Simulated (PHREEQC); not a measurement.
1 kg of water holding 0.29 mol Na2CO3 and 0.12 mol NaCl is evaporated at 30 °C; the solids stay in contact with the brine. CO2 is held at log p = -3.4 (atm). Only these solids could form: Halite, Nahcolite, Natron, Trona.

Model: Pitzer model, pitzer.dat, run in PHREEQC.

### Question
Predict ionic strength at water left (kg) = 0.9992, 0.8212, 0.3078, 0.05849.

### Answer
```csv
water left (kg),ionic strength
0.9992,0.941
0.8212,1.15
0.3078,3.12
0.05849,7.16
```
